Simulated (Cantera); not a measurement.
Input: 1 mol SiCl₄, 5.5 mol N₂, 0.66 mol NH₃, held at 350 Pa.

Equilibrium computed with Cantera from the NASA thermochemical tables; the gas is ideal and each condensed phase is pure. Candidate condensed phases: NH₄Cl, Si, Si₃N₄; 28 gas species. The tables' values for SiCl₃ are old estimates; treat these amounts as uncertain. The numbers say what is thermodynamically allowed, not how fast it happens.

log p: log10 of the partial pressure in bar; n: condensed amount in mol.

| T (K) | log p N₂ | log p HCl | log p SiCl₂ | log p SiCl₄ | log p H₂ | log p SiCl₃ | n Si₃N₄(s) |
|---|---|---|---|---|---|---|---|
| 900 | -2.61 | -3.20 | -9.24 | -3.55 | -3.92 | -7.24 | 0.119 |
| 950 | -2.61 | -3.19 | -8.38 | -3.55 | -3.95 | -6.73 | 0.122 |
| 1000 | -2.61 | -3.18 | -7.61 | -3.56 | -3.97 | -6.28 | 0.125 |
| 1050 | -2.61 | -3.17 | -6.91 | -3.57 | -4.00 | -5.87 | 0.126 |
| 1100 | -2.61 | -3.17 | -6.28 | -3.57 | -4.02 | -5.50 | 0.128 |
| 1150 | -2.61 | -3.16 | -5.71 | -3.58 | -4.04 | -5.16 | 0.128 |
| 1200 | -2.61 | -3.16 | -5.18 | -3.60 | -4.05 | -4.86 | 0.126 |
| 1250 | -2.61 | -3.16 | -4.71 | -3.63 | -4.07 | -4.60 | 0.120 |
| 1300 | -2.61 | -3.16 | -4.29 | -3.69 | -4.07 | -4.38 | (withheld) |
| 1350 | -2.62 | -3.18 | -3.94 | -3.81 | -4.06 | -4.22 | (withheld) |
| 1400 | -2.62 | -3.20 | -3.66 | -4.02 | -4.02 | -4.16 | (withheld) |
| 1450 | -2.62 | -3.20 | -3.55 | -4.24 | -4.06 | -4.18 | 0 |
| 1500 | -2.63 | -3.18 | -3.52 | -4.40 | -4.17 | -4.21 | 0 |

**Question.** Some entries are withheld; supply them.

**Answer.** 
- 1300, n Si₃N₄(s): 0.104
- 1350, n Si₃N₄(s): 0.0732
- 1400, n Si₃N₄(s): 0.0243
